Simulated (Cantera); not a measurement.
Input (Python, Cantera):

```python
import numpy as np
import cantera as ct

gas = ct.Solution("gri30.yaml")
gas.TPX = 1050, 14000, {'C3H8': 1, 'H2': 3.4, 'H2O': 0.1}
reactor = ct.IdealGasConstPressureReactor(gas, energy="off", clone=False)
net = ct.ReactorNet([reactor])
net.rtol, net.atol = 1e-08, 1e-18
show = ['C3H8', 'H2', 'C2H2', 'CH3', 'H', 'CH2', 'CH4']
times = np.geomspace(6e-06, 200, 11)

steps = ct.SolutionArray(gas, extra=["t"])
rows = []
print(f"{'t/s':>10s}{'T/K':>9s}{'P/Pa':>11s}" + "".join(f"{s:>11s}" for s in show))
for t in times:
    while net.time < t:
        t_next = net.step()
        steps.append(gas.state, t=t_next)
    rows.append([np.interp(t, steps.t, y) for y in (steps.T, steps.P, *steps(*show).X.T)])
    print(f"{t:10.3e}{rows[-1][0]:9.1f}{rows[-1][1]:11.4g}" + "".join(f"{x:11.3e}" for x in rows[-1][2:]))
rate = np.gradient(steps.T, steps.t)
print("integrator steps:", len(steps.t))
if steps.T.max() > steps.T[0] + 200:
    print(f"time of steepest temperature rise: {steps.t[rate.argmax()]:.4e} s")
gas.TPX = 1050, 14000, {'C3H8': 1, 'H2': 3.4, 'H2O': 0.1}
gas.equilibrate("TP")
print(f"equilibrium (TP): T = {gas.T:.1f} K  " + "  ".join(f"{s} {gas[s].X[0]:.3e}" for s in show))
```

It prints:

```
       t/s      T/K       P/Pa       C3H8         H2       C2H2        CH3          H        CH2        CH4
 6.000e-06   1050.0    1.4e+04  2.222e-01  7.556e-01  2.443e-19  4.264e-08  1.241e-09  6.975e-18  2.647e-09
 3.392e-05   1050.0    1.4e+04  2.222e-01  7.556e-01  1.625e-16  2.680e-07  8.539e-09  1.271e-15  8.975e-08
 1.917e-04   1050.0    1.4e+04  2.222e-01  7.556e-01  2.256e-13  2.084e-06  5.460e-08  2.039e-13  3.760e-06
 1.084e-03   1050.0    1.4e+04  2.220e-01  7.554e-01  2.783e-10  1.314e-05  3.071e-07  1.105e-11  1.475e-04
 6.128e-03   1050.0    1.4e+04  2.188e-01  7.535e-01  8.996e-08  2.806e-05  6.540e-07  5.131e-11  2.708e-03
 3.464e-02   1050.0    1.4e+04  1.992e-01  7.415e-01  4.366e-06  2.668e-05  6.678e-07  4.573e-11  1.842e-02
 1.958e-01   1050.0    1.4e+04  1.180e-01  6.915e-01  1.188e-04  1.927e-05  7.138e-07  2.329e-11  8.384e-02
 1.107e+00   1050.0    1.4e+04  9.808e-03  6.212e-01  1.354e-03  3.939e-06  5.263e-07  1.371e-12  1.747e-01
 6.258e+00   1050.0    1.4e+04  5.716e-05  6.110e-01  4.247e-03  1.528e-06  2.706e-07  2.384e-13  1.882e-01
 3.538e+01   1050.0    1.4e+04  3.910e-05  6.001e-01  9.260e-03  1.574e-06  2.489e-07  2.293e-13  2.082e-01
 2.000e+02   1050.0    1.4e+04  3.523e-05  5.547e-01  9.308e-03  1.669e-06  1.828e-07  1.917e-13  2.812e-01
integrator steps: 1008
equilibrium (TP): T = 1050.0 K  C3H8 4.014e-07  H2 3.701e-01  C2H2 4.750e-04  CH3 3.857e-07  H 1.327e-08  CH2 4.765e-15  CH4 6.037e-01
```

Model: GRI-Mech 3.0 (53 species, 325 reactions), integrated in Cantera. GRI-Mech 3.0 was tuned for natural gas; its chemistry of propane as a main component is partial and can be far from experiment. GRI-Mech 3.0 stops at C3 and has no aromatics, soot or wall deposition, so with more carbon than oxygen in the feed, carbon stays in small species such as C2H2 where larger ones or solid carbon would form.
